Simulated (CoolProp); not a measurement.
Vapour pressure (MPa) of m-xylene: the reference equation beside estimates from Tc = 616.9 K, pc = 3.535 MPa, ω = 0.326.

Model: reference Helmholtz-energy equation of state, Zhou 2012, in CoolProp.

```
T (K)  reference  Lee-Kesler  Redlich-Kwong  Soave-Redlich-Kwong
-----  ---------  ----------  -------------  -------------------
417.8     0.1174      0.1168         0.2324               0.1168
431.3     0.1647      0.1647         0.3059               0.1646
444.8     0.2257      0.2266         0.3949               0.2265
458.3     0.3028      0.3049         0.5009               0.3049
471.8     0.3986      0.4022         0.6256               0.4027
485.3     0.5160      0.5211         0.7706               0.5228
498.8     0.6579      0.6644         0.9373               0.6682
512.3     0.8275      0.8352          1.127               0.8420
525.9      1.030       1.038          1.344                1.049
539.4      1.266       1.274          1.584                1.290
```

Absolute difference from the reference over all 10 rows, mean and median: Lee-Kesler 0.7 and 0.7 %, Redlich-Kwong 56.5 and 53.1 %, Soave-Redlich-Kwong 1.1 and 1.2 %.
